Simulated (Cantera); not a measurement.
An isothermal, constant-pressure homogeneous reactor starts with NH₃ : N₂ = 1 : 0.62 (molar parts), at 1973 K and 33.8 Torr. Integrator tolerance rtol = 1e-08.

Cantera simulation using the gas-phase N/H chemistry of the illustrative SiF4/NH3 mechanism in the Surface Chemkin manual (1991); the numbers are that mechanism's predictions, not measurements. Walls and surfaces, which speed up NH3 decomposition in real reactors, are not modelled.

### Question
What does this change do: temperature 1973 to 1875 K?

### Answer
```json
[
 {"quantity": "x(NH₃) at 2.00 s", "before": "0.0494 (gas-phase equilibrium 2.64e-7)", "after": "0.204 (gas-phase equilibrium 3.17e-7)"},
 {"quantity": "x(NH₂) at 2.00 s", "before": "0.000170 (gas-phase equilibrium 6.46e-9)", "after": "0.000288 (gas-phase equilibrium 3.61e-9)"},
 {"quantity": "x(NH) at 2.00 s", "before": "6.94e-6 (gas-phase equilibrium 1.92e-9)", "after": "5.74e-6 (gas-phase equilibrium 6.18e-10)"},
 {"quantity": "x(H₂) at 2.00 s", "before": "0.526 (gas-phase equilibrium 0.569)", "after": "0.383 (gas-phase equilibrium 0.571)"},
 {"quantity": "x(H) at 2.00 s", "before": "0.000628 (gas-phase equilibrium 0.00483)", "after": "0.000196 (gas-phase equilibrium 0.00235)"},
 {"quantity": "x(N₂) at 2.00 s", "before": "0.424 (gas-phase equilibrium 0.426)", "after": "0.413 (gas-phase equilibrium 0.427)"},
 {"quantity": "x(N₂H₄) at 2.00 s", "before": "7.50e-10 (gas-phase equilibrium <1e-12)", "after": "5.12e-9 (gas-phase equilibrium <1e-12)"}
]
```

### Question
What does this change do: NH3 1 to 0.24 parts?

### Answer
```tsv
quantity	before	after
x(NH₃) at 2.00 s	0.0494 (gas-phase equilibrium 2.64e-7)	0.0216 (gas-phase equilibrium 1.43e-7)
x(NH₂) at 2.00 s	0.000170 (gas-phase equilibrium 6.46e-9)	0.000100 (gas-phase equilibrium 4.63e-9)
x(NH) at 2.00 s	6.94e-6 (gas-phase equilibrium 1.92e-9)	5.49e-6 (gas-phase equilibrium 1.82e-9)
x(H₂) at 2.00 s	0.526 (gas-phase equilibrium 0.569)	0.302 (gas-phase equilibrium 0.325)
x(H) at 2.00 s	0.000628 (gas-phase equilibrium 0.00483)	0.000485 (gas-phase equilibrium 0.00365)
x(N₂) at 2.00 s	0.424 (gas-phase equilibrium 0.426)	0.676 (gas-phase equilibrium 0.671)
x(N₂H₄) at 2.00 s	7.50e-10 (gas-phase equilibrium <1e-12)	2.60e-10 (gas-phase equilibrium <1e-12)
```
